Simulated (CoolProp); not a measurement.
A single-stage vapour-compression cycle with CH3F (R41): evaporating at 279.15 K (dew point), condensing at 304.15 K (bubble point), superheat 0 K, subcooling 5 K, compressor efficiency 0.75, no pressure losses. Each further row changes one setting.

Model: reference Helmholtz-energy equation of state, Lemmon 2006, in CoolProp. It is a short technical equation, of lower accuracy than the large ones.

```csv
case,cooling COP,pressure ratio,discharge temperature (K),refrigerating effect (kJ/kg),volumetric capacity (kJ/m³)
as stated,6.41,1.84,326.7,257,13100
evaporating temperature 284.15 K,8.33,1.61,321.3,253,15100
condensing temperature 299.15 K,8.48,1.64,317.2,272,13900
subcooling 10 K,6.83,1.84,326.7,274,14000
superheat 10 K,6.25,1.84,339.5,279,12800
compressor efficiency 0.65,5.56,1.84,329.4,257,13100
```
